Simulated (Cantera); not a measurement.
Standard-state values (1 bar) from the NASA 1993 polynomials, evaluated with Cantera. Values are per mole of reaction as written; species without (g) are pure solids or liquids, kept so even where they would boil at 1 bar.

Pb(g) + SF6(g) → PbS + 3 F2(g)

```tsv
T (K)	ΔH° (kJ)	ΔS° (J/K)	ΔG° (kJ)	log10 K	condensed phases
900	929.5	240.1	713.4	-41.40	PbS(s)
975	[?]	[?]	[?]	[?]	PbS(s)
1050	929.1	239.7	677.4	-33.70	PbS(s)
1125	929.0	239.6	659.5	-30.62	PbS(s)
1200	928.9	239.5	641.5	-27.92	PbS(s)
1275	[?]	[?]	[?]	[?]	PbS(s)
1350	[?]	[?]	[?]	[?]	PbS(s)
1425	[?]	[?]	[?]	[?]	PbS(l)
```

**Question.** Some entries are withheld; supply them.

**Answer.** 
- 975, ΔH° (kJ): 929.3
- 975, ΔS° (J/K): 239.9
- 975, ΔG° (kJ): 695.4
- 975, log10 K: -37.26
- 1275, ΔH° (kJ): 928.8
- 1275, ΔS° (J/K): 239.4
- 1275, ΔG° (kJ): 623.5
- 1275, log10 K: -25.54
- 1350, ΔH° (kJ): 928.8
- 1350, ΔS° (J/K): 239.4
- 1350, ΔG° (kJ): 605.6
- 1350, log10 K: -23.43
- 1425, ΔH° (kJ): 947.9
- 1425, ΔS° (J/K): 253.2
- 1425, ΔG° (kJ): 587.1
- 1425, log10 K: -21.52
